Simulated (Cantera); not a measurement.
Gas-phase reforming

An isothermal, constant-pressure homogeneous reactor starts with 26.3 % CH4, 73.7 % H2O, at 1600 K and 1050 Torr.

Detailed kinetics in Cantera: GRI-Mech 3.0 (53 species, 325 reactions).

```csv
t (s),x CH4,x H2O,x HCO,x H2,x CH2CO,x HO2,x O2
0.000400,0.261,0.736,4.28e-10,0.00148,2.07e-9,<1e-12,8.27e-12
0.00108,0.255,0.735,2.03e-9,0.00588,1.28e-7,<1e-12,5.41e-11
0.00291,0.240,0.727,3.32e-9,0.0224,3.76e-6,<1e-12,2.11e-10
0.00783,0.207,0.707,2.44e-9,0.0630,2.29e-5,<1e-12,3.44e-10
0.0211,0.157,0.672,1.67e-9,0.127,4.50e-5,<1e-12,2.01e-10
0.0569,0.100,0.628,1.23e-9,0.203,5.68e-5,<1e-12,7.64e-11
0.153,0.0576,0.572,1.28e-9,0.279,5.33e-5,<1e-12,4.39e-11
0.413,0.0393,0.498,2.12e-9,0.350,3.41e-5,<1e-12,2.83e-11
1.11,0.0309,0.415,3.82e-9,0.421,1.46e-5,<1e-12,1.85e-11
3.00,0.0201,0.344,5.79e-9,0.484,4.07e-6,<1e-12,1.30e-11
```
x: mole fraction; the columns are a selection and need not sum to one.

Equilibrium at this temperature and pressure: CH4 2.26e-7, H2O 0.285, HCO 7.76e-9, H2 0.543, CH2CO 2.43e-12, HO2 <1e-12, O2 8.76e-12 (gas phase only).
